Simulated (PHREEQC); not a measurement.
0.056 g of hydrous ferric oxide (600 m²/g; 0.2 weak and 0.005 strong sites per Fe, Dzombak-Morel constants, diffuse double layer) in 1 kg of water with 0.005 mol/kgw of an inert sodium salt and 0.0025 mmol/kgw NiCl2 and 0.0024 mmol/kgw Na2SO4, at 25 °C; the pH is set by adding NaOH or the inert anion's acid. Oxygen alone is held at its pressure in air (log pO2 = -0.68). No CO2 enters from the air. Precipitation was switched off in this run.

Base run: PHREEQC, ion-association model, wateq4f.dat. Each further column changes one thing. The table gives Ni sorbed (%).

```csv
pH,base,no electrostatic term (-no_edl),background salt from 0.005 to 0.0005 mol/kgw,oxide from 0.056 to 0.28 g/kgw,0.00031 mol/kgw CaCl2 added
4,0.0,0.0,0.0,0.0,0.0
4.5,0.0,0.0,0.0,0.1,0.0
5,0.1,0.3,0.1,0.4,0.1
6,5.1,19.4,5.0,20.3,5.1
6.5,26.7,59.8,27.7,66.8,26.3
7,67.2,88.9,69.0,94.4,65.1
7.5,93.0,97.6,93.8,99.4,89.4
8.5,99.9,99.8,99.9,100.0,99.1
9,100.0,99.9,100.0,100.0,99.7
9.5,100.0,99.8,100.0,100.0,99.7
10,100.0,99.4,100.0,100.0,99.2
11,100.0,63.7,100.0,100.0,75.4
11.5,100.0,11.9,100.0,100.0,28.3
12,99.9,0.5,99.9,100.0,2.6
```

 In at least one series the solution becomes supersaturated in solids that the run did not let form, among them Ni(OH)2.
